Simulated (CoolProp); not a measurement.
Saturation properties of n-perfluoropentane.

Model: reference Helmholtz-energy equation of state, Gao 2022, in CoolProp.

```json
[
 {"T (°C)": "-65.85", "p (bar)": "0.003808", "liquid density (kg/m³)": "1875", "enthalpy of vaporisation (kJ/kg)": "114.8", "liquid cp (kJ/(kg K))": "0.8763"},
 {"T (°C)": "-44.95", "p (bar)": "0.02133", "liquid density (kg/m³)": "1816", "enthalpy of vaporisation (kJ/kg)": "109.8", "liquid cp (kJ/(kg K))": "0.9129"},
 {"T (°C)": "-24.15", "p (bar)": "0.08392", "liquid density (kg/m³)": "1756", "enthalpy of vaporisation (kJ/kg)": "104.9", "liquid cp (kJ/(kg K))": "0.9518"},
 {"T (°C)": "-3.25", "p (bar)": "0.2570", "liquid density (kg/m³)": "1694", "enthalpy of vaporisation (kJ/kg)": "99.64", "liquid cp (kJ/(kg K))": "0.9923"},
 {"T (°C)": "17.55", "p (bar)": "0.6448", "liquid density (kg/m³)": "1629", "enthalpy of vaporisation (kJ/kg)": "94.05", "liquid cp (kJ/(kg K))": "1.033"},
 {"T (°C)": "38.45", "p (bar)": "1.400", "liquid density (kg/m³)": "1559", "enthalpy of vaporisation (kJ/kg)": "87.85", "liquid cp (kJ/(kg K))": "1.075"},
 {"T (°C)": "59.25", "p (bar)": "2.701", "liquid density (kg/m³)": "1483", "enthalpy of vaporisation (kJ/kg)": "80.89", "liquid cp (kJ/(kg K))": "1.119"},
 {"T (°C)": "80.15", "p (bar)": "4.781", "liquid density (kg/m³)": "1396", "enthalpy of vaporisation (kJ/kg)": "72.73", "liquid cp (kJ/(kg K))": "1.171"}
]
```

It boils at 29.3 °C under 1 atm.
